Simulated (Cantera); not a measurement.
Input (Python, Cantera) and output of one run.

```python
import numpy as np
import cantera as ct

gas_names = """
    C CN CO CO2 C2 CCN CNC C2N2 C2O C3 C3O2 C4 C4N2 C5 N NCO NO NO2 NO3 N2 N2O O O2 O3
""".split()
cond_names = """
    C(gr)
""".split()


# ... load() reads the species with a 1 bar reference pressure and builds the phases ...
atoms = {
    'CO2': {'C': 1, 'O': 2},
    'O2': {'O': 2},
    'N2': {'N': 2},
}
top_T = {'C(gr)': 4500}  # K; cautious upper limits of use, not melting points


# ... equilibrate(T, P, feed) seeds the gas with the atoms and calls Mixture.equilibrate('TP', solver="vcs", rtol=1e-11, max_steps=5000) ...
results = []
feed = {'CO2': 1, 'O2': 2.2, 'N2': 0.55}  # mol
P = 8500  # Pa
for T in [1525, 1675, 1825, 1975, 2125, 2275, 2425, 2575, 2725, 2875, 3025, 3175, 3325]:
    mix = equilibrate(T, P, feed)
    results.append((T, P, feed, dict(zip(mix.species_names, mix.species_moles))))

top = {s: max(r[3][s] / sum(r[3][g] for g in gas_names) for r in results) for s in gas_names}
cols = sorted((s for s in top if top[s] > 0.001), key=lambda s: -top[s])[:6]
seen = [c for c in cond_names if any(r[3].get(c, 0) > 1e-12 for r in results)]
print("log10 of partial pressures in bar; condensed amounts in mol")
print(f"{'T/K':>10s}" + "".join(f"{s[:9]:>10s}" for s in cols + seen))
for T, P, feed, n in results:
    ng = sum(n[g] for g in gas_names)
    print(f"{T:10.4g}" + "".join(f"{np.log10(max(n[s] / ng * P / 1e5, 1e-99)):10.3f}" for s in cols)
          + "".join(f"{n.get(c, 0):10.4g}" for c in seen))
```

It prints:

```
log10 of partial pressures in bar; condensed amounts in mol
       T/K        O2         O       CO2        CO        N2        NO
      1525    -1.303    -5.898    -1.645    -6.144    -1.906    -4.074
      1675    -1.303    -5.118    -1.645    -5.285    -1.907    -3.794
      1825    -1.304    -4.465    -1.645    -4.569    -1.909    -3.561
      1975    -1.305    -3.911    -1.647    -3.965    -1.912    -3.364
      2125    -1.307    -3.436    -1.653    -3.452    -1.917    -3.197
      2275    -1.311    -3.023    -1.669    -3.017    -1.925    -3.054
      2425    -1.319    -2.664    -1.702    -2.654    -1.937    -2.935
      2575    -1.333    -2.349    -1.765    -2.365    -1.955    -2.836
      2725    -1.358    -2.076    -1.869    -2.149    -1.980    -2.760
      2875    -1.403    -1.842    -2.021    -2.005    -2.013    -2.707
      3025    -1.476    -1.647    -2.218    -1.920    -2.051    -2.681
      3175    -1.585    -1.492    -2.457    -1.882    -2.092    -2.682
      3325    -1.736    -1.377    -2.725    -1.873    -2.129    -2.709
```

Equilibrium computed with Cantera from the NASA thermochemical tables; the gas is ideal and each condensed phase is pure.
